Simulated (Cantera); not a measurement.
A freely propagating, adiabatic, planar premixed flame of H2 : O2 : N2 : H2O = 1 : 0.25 : 0.94 : 0.13 (molar parts), equivalence ratio 2.0, unburnt at 300 K and 0.405 atm; mixture-averaged transport, grid criteria slope 0.08 and curve 0.16, no radiation.

Model: the H2/O2 subset of GRI-Mech 3.0, which has no nitrogen chemistry, integrated in Cantera. Burning velocities carry a grid error of a few per cent, more on coarse grids.

Task: How do the results move with these cheaper or finer settings: unity-Lewis-number transport; multicomponent transport; multicomponent+Soret transport; grid criteria slope 0.5, curve 1; grid criteria slope 0.25, curve 0.5; grid criteria slope 0.03, curve 0.06?

Result: 
| setting | laminar burning velocity | thermal thickness | peak x(O) | peak x(H) | grid points |
|---|---|---|---|---|---|
| as above | 255 cm/s | 0.961 mm | 0.00265 | 0.0709 | 134 |
| unity-Lewis-number transport | 147 cm/s | 0.976 mm | 0.00178 | 0.0733 | 112 |
| multicomponent transport | 249 cm/s | 0.974 mm | 0.00258 | 0.0708 | 134 |
| multicomponent+Soret transport | 240 cm/s | 0.939 mm | 0.00263 | 0.0700 | 134 |
| grid criteria slope 0.5, curve 1 | 275 cm/s | 1.26 mm | 0.00251 | 0.0747 | 44 |
| grid criteria slope 0.25, curve 0.5 | 254 cm/s | 1.04 mm | 0.00253 | 0.0713 | 65 |
| grid criteria slope 0.03, curve 0.06 | 254 cm/s | 0.943 mm | 0.00268 | 0.0708 | 303 |
Unity Lewis numbers drop preferential diffusion, which matters most where H2 and H carry the flame; Soret adds thermal diffusion.
